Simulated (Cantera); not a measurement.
An adiabatic, constant-pressure homogeneous reactor starts with CO : H2 : O2 : N2 = 1 : 0.073 : 0.766 : 3.3 (molar parts), at 1425 K and 0.240 bar. Integrator tolerance rtol = 1e-08.

Detailed kinetics in Cantera: GRI-Mech 3.0 (53 species, 325 reactions).

Problem. What does this change do: initial temperature 1425 to 1300 K?

Solution. 
```
quantity                                                              before                                      after
---------------------------------  -----------------------------------------  -----------------------------------------
time of steepest temperature rise                                   0.219 ms                                   0.346 ms
temperature at 4.00 s                                                 2517 K                                     2475 K
equilibrium temperature                                               2517 K                                     2475 K
x(CO) at 4.00 s                        0.0521 (gas-phase equilibrium 0.0521)      0.0445 (gas-phase equilibrium 0.0445)
x(H2) at 4.00 s                    0.000598 (gas-phase equilibrium 0.000598)  0.000521 (gas-phase equilibrium 0.000521)
x(O2) at 4.00 s                        0.0634 (gas-phase equilibrium 0.0634)      0.0612 (gas-phase equilibrium 0.0612)
x(NO2) at 4.00 s                     2.86e-6 (gas-phase equilibrium 2.86e-6)    2.69e-6 (gas-phase equilibrium 2.69e-6)
x(HO2) at 4.00 s                     1.43e-6 (gas-phase equilibrium 1.43e-6)    1.28e-6 (gas-phase equilibrium 1.28e-6)
```
